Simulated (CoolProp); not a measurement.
The fluid at 316.08 K and 0.126 MPa is throttled through a valve to 0.0213 MPa with no heat exchange. The same conditions are run with several fluids, on thermodynamics alone (safety and materials aside).

Model: reference Helmholtz-energy equation of state of each fluid (R142b: Lemmon 2006; nitrous oxide: Lemmon 2006; propylene: Lemmon 2013; R21: Platzer 1990; R143a: Lemmon and Jacobsen 2000), in CoolProp. The equations of Platzer and Polt are older, rougher fits.

```
fluid          temperature change (K)  final density (kg/m³)
-------------  ----------------------  ---------------------
R142b                            -2.3                    ___
nitrous oxide                    -1.0                  0.358
propylene                        -1.5                    ___
R21                               ___                  0.848
R143a                            -1.6                    ___
```

Question: Some entries are withheld; supply them.

Answer: 
- R142b, final density (kg/m³): 0.824
- propylene, final density (kg/m³): 0.344
- R21, temperature change (K): -3.7
- R143a, final density (kg/m³): 0.687
